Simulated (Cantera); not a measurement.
Cantera run:

```python
import numpy as np
import cantera as ct

gas_names = """
    B BH BH2 BH3 BN BO BO2 B2 B2O B2O2 B2O3 B3O3H3 H HBO HBO2 HNO HNO2 HNO3 HO2 H2 H2O H2O2 H3B3O6 N NH
    NH2 NH3 NH2OH NO NO2 NO3 N2 N2H2 N2H4 N2O O OH O2 O3
""".split()
cond_names = """
    B(b) B(L) BN(s) B2O3(L) B3O3H3(cr) H2O(s) H2O(L)
""".split()


# ... load() reads the species with a 1 bar reference pressure and builds the phases ...
atoms = {
    'BN': {'B': 1, 'N': 1},
    'H2O': {'H': 2, 'O': 1},
    'N2': {'N': 2},
}
top_T = {'BN(s)': 3200}  # K; cautious upper limits of use, not melting points


# ... equilibrate(T, P, feed) seeds the gas with the atoms and calls Mixture.equilibrate('TP', solver="vcs", rtol=1e-11, max_steps=5000) ...
results = []
feed = {'BN': 1, 'H2O': 19, 'N2': 60}  # mol
P = 88000  # Pa
for T in [1425, 1450, 1475, 1500, 1525, 1550, 1575, 1600, 1625]:
    mix = equilibrate(T, P, feed)
    results.append((T, P, feed, dict(zip(mix.species_names, mix.species_moles))))

top = {s: max(r[3][s] / sum(r[3][g] for g in gas_names) for r in results) for s in gas_names}
cols = sorted((s for s in top if top[s] > 1e-05), key=lambda s: -top[s])[:7]
seen = [c for c in cond_names if any(r[3].get(c, 0) > 1e-12 for r in results)]
print("log10 of partial pressures in bar; condensed amounts in mol")
print(f"{'T/K':>10s}" + "".join(f"{s[:9]:>10s}" for s in cols + seen))
for T, P, feed, n in results:
    ng = sum(n[g] for g in gas_names)
    print(f"{T:10.4g}" + "".join(f"{np.log10(max(n[s] / ng * P / 1e5, 1e-99)):10.3f}" for s in cols)
          + "".join(f"{n.get(c, 0):10.4g}" for c in seen))
```

It prints:

```
log10 of partial pressures in bar; condensed amounts in mol
       T/K        N2       H2O        H2      HBO2    H3B3O6      B2O3         H   B2O3(L)
      1425    -0.175    -0.722    -1.781    -2.281    -3.330    -5.367    -6.057    0.1988
      1450    -0.176    -0.723    -1.781    -2.176    -3.363    -5.124    -5.915    0.1383
      1475    -0.176    -0.726    -1.782    -2.076    -3.395    -4.890    -5.778   0.06312
      1500    -0.177    -0.728    -1.782    -2.000    -3.489    -4.706    -5.646         0
      1525    -0.177    -0.728    -1.782    -1.982    -3.746    -4.640    -5.517         0
      1550    -0.177    -0.728    -1.782    -1.972    -4.016    -4.592    -5.393         0
      1575    -0.177    -0.728    -1.783    -1.967    -4.290    -4.554    -5.273         0
      1600    -0.177    -0.728    -1.783    -1.964    -4.563    -4.522    -5.156         0
      1625    -0.177    -0.728    -1.783    -1.963    -4.830    -4.493    -5.043         0
```

Method: chemical equilibrium by Gibbs-energy minimisation in Cantera with the NASA 1993 tables (ideal gas, pure condensed phases). Gases not in the tables: H3BO3.
